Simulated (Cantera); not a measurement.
An isothermal, constant-pressure homogeneous reactor starts with N2O : H2 : N2 = 1 : 0.0036 : 5.1 (molar parts), at 1498 K and 66.8 Torr. Integrator tolerance rtol = 1e-08.

Computed with Cantera and GRI-Mech 3.0 (53 species, 325 reactions). GRI-Mech 3.0 was tuned for natural gas; its chemistry of N2O as a main component is partial and can be far from experiment. The temperature is held fixed by assumption; the heat of reaction is taken as removed at once.

**Question.** What does this change do: H2 0.0036 to 0.0014 parts?

**Answer.** 
```
quantity                                              before                                      after
-----------------  -----------------------------------------  -----------------------------------------
x(N2O) at 40.0 s     3.45e-7 (gas-phase equilibrium 1.56e-8)    3.67e-7 (gas-phase equilibrium 1.56e-8)
x(H2) at 40.0 s      1.39e-8 (gas-phase equilibrium 1.23e-8)    5.40e-9 (gas-phase equilibrium 4.75e-9)
x(HO2) at 40.0 s     2.97e-9 (gas-phase equilibrium 3.55e-9)    1.84e-9 (gas-phase equilibrium 2.22e-9)
x(N2) at 40.0 s          0.908 (gas-phase equilibrium 0.924)        0.907 (gas-phase equilibrium 0.924)
x(H2O2) at 40.0 s  8.09e-12 (gas-phase equilibrium 9.09e-12)  3.12e-12 (gas-phase equilibrium 3.52e-12)
x(O2) at 40.0 s        0.0590 (gas-phase equilibrium 0.0751)      0.0587 (gas-phase equilibrium 0.0752)
x(H2O) at 40.0 s   0.000542 (gas-phase equilibrium 0.000541)  0.000210 (gas-phase equilibrium 0.000210)
```
